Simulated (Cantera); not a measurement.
An isothermal, constant-pressure homogeneous reactor starts with CH4 : H2O : H2 = 1 : 2.8 : 1.2 (molar parts), at 1575 K and 158 Torr.

Detailed kinetics in Cantera: GRI-Mech 3.0 (53 species, 325 reactions).

**Question.** Predict: x(CH4) at 4.00 s; x(H2O) at 4.00 s; x(H2) at 4.00 s; x(CH3) at 4.00 s.

**Answer.** 
```
Item                                                 Value
----------------  ----------------------------------------
x(CH4) at 4.00 s    0.0239 (gas-phase equilibrium 9.91e-9)
x(H2O) at 4.00 s       0.369 (gas-phase equilibrium 0.240)
x(H2) at 4.00 s        0.506 (gas-phase equilibrium 0.617)
x(CH3) at 4.00 s  6.21e-5 (gas-phase equilibrium 2.34e-11)
```
